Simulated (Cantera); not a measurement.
An adiabatic, constant-volume homogeneous reactor starts with H₂ : O₂ : N₂ = 1 : 0.238 : 1.52 (molar parts), equivalence ratio 2.1, at 1400 K and 10.0 bar. Integrator tolerance rtol = 1e-08.

Computed with Cantera and the H2/O2 subset of GRI-Mech 3.0, which has no nitrogen chemistry. The hydrogen kinetics of GRI-Mech 3.0 are dated; newer H2 mechanisms differ, most at raised pressure.

Problem. What does this change do: initial temperature 1400 to 1500 K?

Solution. 
| quantity | before | after |
|---|---|---|
| time of steepest temperature rise | 3.31 µs | 2.06 µs |
| temperature at 0.400 s | 2824 K | 2886 K |
| equilibrium temperature | 2824 K | 2886 K |
| x(H₂) at 0.400 s | 0.203 (gas-phase equilibrium 0.203) | 0.202 (gas-phase equilibrium 0.202) |
| x(O₂) at 0.400 s | 2.58e-5 (gas-phase equilibrium 2.58e-5) | 4.27e-5 (gas-phase equilibrium 4.27e-5) |
| x(O) at 0.400 s | 7.06e-5 (gas-phase equilibrium 7.06e-5) | 0.000118 (gas-phase equilibrium 0.000118) |
| x(OH) at 0.400 s | 0.00245 (gas-phase equilibrium 0.00245) | 0.00325 (gas-phase equilibrium 0.00325) |
| x(H₂O₂) at 0.400 s | 5.29e-8 (gas-phase equilibrium 5.29e-8) | 7.34e-8 (gas-phase equilibrium 7.34e-8) |
